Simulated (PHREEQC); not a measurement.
0.057 g of hydrous ferric oxide (600 m²/g; 0.2 weak and 0.005 strong sites per Fe, Dzombak-Morel constants, diffuse double layer) in 1 kg of water with 0.05 mol/kgw of an inert sodium salt, at 25 °C; the pH is set by adding NaOH or the inert anion's acid. O2 is buffered at 0.21 atm. The system is closed to CO2. No solid was allowed to form.

The numbers come from PHREEQC with the ion-association model, wateq4f.dat.

```tsv
pH	surface charge σ (C/m²)	surface potential ψ (mV)
4	0.294	160
4.67	0.218	145
5.33	0.146	124
6	0.089	99
6.67	0.049	71
7.33	0.022	40
8	0.003	6
8.67	-0.015	-29
9.33	-0.039	-61
10	-0.074	-90
10.67	-0.126	-116
11.33	-0.195	-138
12	-0.281	-152
```

Complexes and solids missing from the database can't appear.
